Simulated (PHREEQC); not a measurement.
A column of 0.1 m (30 cells, dispersivity 0.008 m, 720 s a shift, diffusion coefficient 3e-10 m²/s) holds 0.012 eq of the database's cation exchanger X per kg of pore water, first in equilibrium with 0.078 mol (NH4)2SO4 and 1e-05 mol HCl per kg of water. It is flushed with 0.0029 mol Na2SO4 and 1e-05 mol HCl per kg of water, at 15 °C. Values are for the last cell. The system is closed to CO2. Precipitation was switched off in this run.

The series has 31 steps of pore volumes, from 0 to 7.017.

All values are PHREEQC results (ion-association model, phreeqc.dat), not measurements.

Question: After how many pore volumes does Na at the outlet first reach half of its feed value?

Answer: By 1.2 pore volumes.

Species that the database lacks are ignored.
